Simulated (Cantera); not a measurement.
**Hydrocarbon pyrolysis for carbon deposition**

A perfectly stirred reactor is fed with 35.7 % C3H8, 64.3 % H2, at 1.00 atm; it is held at 1198 K, and followed from long to short residence time.

Cantera simulation using GRI-Mech 3.0 (53 species, 325 reactions); the numbers are that mechanism's predictions, not measurements. GRI-Mech 3.0 was tuned for natural gas; its chemistry of propane as a main component is partial and can be far from experiment. GRI-Mech 3.0 stops at C3 and has no aromatics, soot or wall deposition, so with more carbon than oxygen in the feed, carbon stays in small species such as C2H2 where larger ones or solid carbon would form.

| τ (s) | x C3H8 | x H2 | x C2H2 | x C2H | x CH4 | x CH2 | x C2H4 |
|---|---|---|---|---|---|---|---|
| 9.6 | 0.000918 | 0.379 | 0.0323 | 8.73e-12 | 0.415 | 9.48e-12 | 0.163 |
| 1.9 | 0.00273 | 0.429 | 0.0294 | 1.15e-11 | 0.338 | 1.75e-11 | 0.188 |
| 0.38 | 0.00862 | 0.459 | 0.0223 | 1.27e-11 | 0.288 | 3.92e-11 | 0.207 |
| 0.074 | 0.0290 | 0.482 | 0.0115 | 8.97e-12 | 0.248 | 1.21e-10 | 0.215 |
| 0.015 | 0.0958 | 0.521 | 0.00329 | 2.77e-12 | 0.187 | 4.73e-10 | 0.183 |
| 0.0029 | 0.235 | 0.587 | 0.000359 | <1e-12 | 0.0843 | 1.51e-9 | 0.0881 |
| 0.00058 | 0.325 | 0.628 | 1.90e-5 | <1e-12 | 0.0218 | 2.31e-9 | 0.0232 |
x: mole fraction; the columns are a selection and need not sum to one.
